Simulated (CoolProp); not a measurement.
Properties of dodecamethylcyclohexasiloxane (D6) along the isobar 0.101 MPa.

Model: reference Helmholtz-energy equation of state, Colonna 2008, in CoolProp. It is a short technical equation, of lower accuracy than the large ones.

| T (K) | phase | density (kg/m³) | cp (kJ/(kg K)) | isothermal compressibility (1/MPa) | expansivity (1/kK) |
|---|---|---|---|---|---|
| 471.8 | liquid | 768.5 | 1.926 | 0.009219 | 1.669 |
| 481.7 | liquid | 755.6 | 1.947 | 0.01020 | 1.740 |
| 491.6 | liquid | 742.5 | 1.968 | 0.01135 | 1.821 |
| 501.5 | liquid | 728.9 | 1.990 | 0.01272 | 1.915 |
| 511.3 | liquid | 714.9 | 2.012 | 0.01436 | 2.024 |
| 521.2 | gas | 11.45 | 1.799 | 11.02 | 2.618 |
| 531.1 | gas | 11.16 | 1.817 | 10.93 | 2.517 |
| 541 | gas | 10.89 | 1.834 | 10.85 | 2.425 |
| 550.8 | gas | 10.64 | 1.851 | 10.78 | 2.343 |
| 560.7 | gas | 10.40 | 1.868 | 10.72 | 2.267 |
| 570.6 | gas | 10.17 | 1.884 | 10.66 | 2.198 |
| 580.5 | gas | 9.955 | 1.901 | 10.61 | 2.133 |
| 590.4 | gas | 9.750 | 1.917 | 10.57 | 2.074 |
| 600.2 | gas | 9.557 | 1.932 | 10.53 | 2.018 |
| 610.1 | gas | 9.370 | 1.948 | 10.49 | 1.966 |
| 620 | gas | 9.192 | 1.964 | 10.45 | 1.917 |
